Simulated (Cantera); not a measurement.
An isothermal, constant-pressure homogeneous reactor starts with N2O : N2 = 1 : 0.26 (molar parts), at 1598 K and 0.0168 atm. Integrator tolerance rtol = 1e-08.

Computed with Cantera and GRI-Mech 3.0 (53 species, 325 reactions). GRI-Mech 3.0 was tuned for natural gas; its chemistry of N2O as a main component is partial and can be far from experiment. Radical loss at walls, strong at low pressure, is not modelled. The temperature is held fixed by assumption; the heat of reaction is taken as removed at once.

Problem. What does this change do: temperature 1598 to 1000 K?

Solution. 
```tsv
quantity	before	after
x(N2O) at 6.00 s	8.54e-6 (gas-phase equilibrium 1.58e-8)	0.793 (gas-phase equilibrium 3.56e-10)
x(N2) at 6.00 s	0.632 (gas-phase equilibrium 0.715)	0.207 (gas-phase equilibrium 0.716)
x(O2) at 6.00 s	0.200 (gas-phase equilibrium 0.283)	0.000249 (gas-phase equilibrium 0.284)
x(NO) at 6.00 s	0.168 (gas-phase equilibrium 0.00213)	2.07e-5 (gas-phase equilibrium 3.49e-5)
x(NO2) at 6.00 s	8.52e-5 (gas-phase equilibrium 1.30e-6)	6.33e-10 (gas-phase equilibrium 2.84e-7)
x(O) at 6.00 s	4.97e-5 (gas-phase equilibrium 5.81e-5)	4.21e-8 (gas-phase equilibrium 6.47e-10)
```
The mechanism lacks the step 2 NO + O2 → 2 NO2, which can matter for NO2 below about 1400 K.
